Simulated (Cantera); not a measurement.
Chlorosilane synthesis and conversion: Si + Cl2 + H2

Feed: 1 mol Si, 2.6 mol Cl2, a varied amount of H2, held at 952 °C and 0.133 bar.

Equilibrium computed with Cantera from the NASA thermochemical tables; the gas is ideal and each condensed phase is pure. Candidate condensed phases: Si; 19 gas species. The tables' values for SiCl3 are old estimates; treat these amounts as uncertain. The numbers say what is thermodynamically allowed, not how fast it happens.

```csv
n(H2) (mol),log p H2,log p HCl,log p SiCl4,log p SiHCl3,log p SiCl3,log p SiCl2
0.99,-1.72,-1.20,-1.30,-3.32,-3.20,-4.20
1.3,-1.51,-1.25,-1.35,-3.13,-3.11,-3.96
1.7,-1.37,-1.30,-1.42,-3.00,-3.05,-3.78
2.3,-1.25,-1.36,-1.50,-2.90,-3.01,-3.62
3.1,-1.17,-1.43,-1.60,-2.84,-2.99,-3.49
4,-1.11,-1.50,-1.69,-2.80,-2.99,-3.39
5.4,-1.06,-1.58,-1.80,-2.79,-3.00,-3.29
7.1,-1.02,-1.66,-1.92,-2.79,-3.02,-3.22
9.4,-0.99,-1.74,-2.05,-2.81,-3.05,-3.16
12,-0.97,-1.81,-2.18,-2.84,-3.09,-3.11
```
log p: log10 of the partial pressure in bar; nothing condenses.

From 0.99 mol H2 to 12 mol H2 nothing is condensed. The main Si-bearing gas is SiCl4 throughout.
